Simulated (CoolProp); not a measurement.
Values from CoolProp's reference Helmholtz-energy equation of state, Tillner-Roth 1997.

**Question.** For CH2F2 (R32), give the phase and the cv (kJ/(kg K)), speed of sound (m/s), Prandtl number at 77.25 °C and 427 kPa; 124.25 °C and 427 kPa.

**Answer.** 
- 77.25 °C and 427 kPa: gas; cv 0.766, speed of sound 256, Prandtl number 0.811
- 124.25 °C and 427 kPa: gas; cv 0.833, speed of sound 272, Prandtl number 0.776

Viscosity comes from a separate model (Bell 2016), an estimate that may be off by 10 % or more. Thermal conductivity comes from a separate model (Huber 2003), an estimate that may be off by 10 % or more.
